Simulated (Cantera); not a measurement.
A freely propagating, adiabatic, planar premixed flame of CH4 : C2H6 : C3H8 : O2 : N2 : CO2 = 1 : 0.085 : 0.057 : 1.99 : 7.47 : 2.5 (molar parts), unburnt at 548 K and 760 Torr; mixture-averaged transport, grid criteria slope 0.08 and curve 0.16, no radiation.

Computed with Cantera and GRI-Mech 3.0 (53 species, 325 reactions). Burning velocities carry a grid error of a few per cent, more on coarse grids.

Problem. Predict: laminar burning velocity; thermal thickness; peak x(CH3); peak x(HCN).

Solution. 
| Quantity | Result |
|---|---|
| laminar burning velocity | 22.6 cm/s |
| thermal thickness | 0.954 mm |
| peak x(CH3) | 0.00113 |
| peak x(HCN) | 4.92e-6 |
